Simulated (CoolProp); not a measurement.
Saturated liquid density (kg/m³) of carbon dioxide: the reference equation beside estimates from Tc = 31.0 °C, pc = 7.377 MPa, ω = 0.224. Rackett uses Z = 0.29056 − 0.08775 ω.

Values from CoolProp's reference Helmholtz-energy equation of state, Span 1996.

```
T (°C)  reference  Rackett  Peng-Robinson
------  ---------  -------  -------------
-42.15       1125     1130           1168
-39.45       1114     1120           1155
-36.75          …        …           1142
-34.05       1093     1098           1129
-31.35          …     1087           1115
-28.55       1070     1076           1100
-25.85       1058     1064           1085
-23.15          …     1052           1069
-20.45          …     1040              …
-17.75          …     1028           1037
-15.05       1008     1015           1020
```

**Question.** What belongs in the gaps?

**Answer.** 
- -36.75, reference: 1104
- -36.75, Rackett: 1109
- -31.35, reference: 1081
- -23.15, reference: 1046
- -20.45, reference: 1034
- -20.45, Peng-Robinson: 1054
- -17.75, reference: 1021

Absolute difference from the reference over all 11 rows, mean and median: Rackett 0.6 and 0.6 %, Peng-Robinson 2.7 and 2.8 %.
